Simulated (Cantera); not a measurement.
Cantera run:

```python
import numpy as np
import cantera as ct

gas_names = """
    H HNO HNO2 HNO3 HO2 H2 H2O H2O2 N NH NH2 NH3 NH2OH NO NO2 NO3 N2 N2H2 N2H4 N2O O OH O2 O3 Si SiH
    SiH2 SiH3 SiH4 SiN SiO SiO2 Si2 Si2N Si3
""".split()
cond_names = """
    H2O(s) H2O(L) Si(cr) Si(L) SiO2(Lqz) SiO2(hqz) SiO2(L) Si2N2O(s) Si3N4(a)
""".split()


# ... load() reads the species with a 1 bar reference pressure and builds the phases ...
atoms = {
    'Si3N4': {'Si': 3, 'N': 4},
    'H2O': {'H': 2, 'O': 1},
    'H2': {'H': 2},
}
top_T = {'Si2N2O(s)': 2100, 'Si3N4(a)': 2400}  # K; cautious upper limits of use, not melting points


# ... equilibrate(T, P, feed) seeds the gas with the atoms and calls Mixture.equilibrate('TP', solver="vcs", rtol=1e-11, max_steps=5000) ...
results = []
feed = {'Si3N4': 1, 'H2O': 0.0023, 'H2': 920}  # mol
T = 1548.15  # K
P = 4.9  # Pa
mix = equilibrate(T, P, feed)
results.append((T, P, feed, dict(zip(mix.species_names, mix.species_moles))))
print(gas.report(threshold=1e-06))
for i in range(1, mix.n_phases):
    print(f"{mix.phase(i).name:16s} {mix.phase_moles(i):12.5e} mol")
```

It prints:

```
       temperature   1548.2 K
          pressure   4.9 Pa
           density   7.9384e-07 kg/m^3
  mean mol. weight   2.0854 kg/kmol
   phase of matter   gas

                          1 kg             1 kmol
                     ---------------   ---------------
          enthalpy        1.8748e+07        3.9097e+07  J
   internal energy        1.2576e+07        2.6225e+07  J
           entropy        1.2605e+05        2.6286e+05  J/K
    Gibbs function       -1.7639e+08       -3.6784e+08  J
 heat capacity c_p             15583             32497  J/K
 heat capacity c_v             11596             24182  J/K

                      mass frac. Y      mole frac. X     chem. pot. / RT
                     ---------------   ---------------   ---------------
                 H         0.0021222         0.0043904           -14.313
                H2           0.95975           0.99278           -28.626
                N2          0.029053         0.0021627            -42.17
                Si          0.008762         0.0006506           -4.6641
               SiH        0.00016757        1.2011e-05           -18.977
              SiH2        3.9135e-05        2.7113e-06            -33.29
               SiO        5.2583e-05        2.4874e-06           -59.392
               Si2        3.1248e-05        1.1601e-06           -9.3281
     [  +27 minor]        2.5757e-05        8.0851e-07

Si(cr)            2.37886e+00 mol
SiO2(hqz)         0.00000e+00 mol
Si2N2O(s)         0.00000e+00 mol
Si3N4(a)          0.00000e+00 mol
```

Cantera equilibrium calculation (NASA polynomials, part measured and part estimated; ideal gas, pure solids and liquids).
